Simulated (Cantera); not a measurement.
A jet of CH4 : O2 : N2 = 0.013 : 0.099 : 0.79 (molar parts), equivalence ratio 0.26 at 300 K and 0.0470 bar hits a platinum plate 6.7 cm away at a mass flux of 0.13 kg/m²/s; the plate temperature is set and raised in steps from an oxygen-covered start.

Cantera simulation using Deutschmann's 1995 Pt surface mechanism with GRI-Mech 3.0 gas chemistry; the numbers are that mechanism's predictions, not measurements. Catalytic surfaces can have several steady states; this one follows from the mechanism file's or the stated starting coverage.

One state of this run: wall x CH4 = 0.00636; wall x O2 = 0.0927; wall x H2O = 0.0149; wall x OH = 4.86e-7; wall x CO = 6.69e-6; wall x CO2 = 0.00977; θ free Pt = 0.452; θ O* = 0.548. x: mole fraction at the wall; θ: surface coverage.

Which value of plate T (K) does it belong to?
A. 1050
B. 900
C. 1000
D. 1100

A, 1050
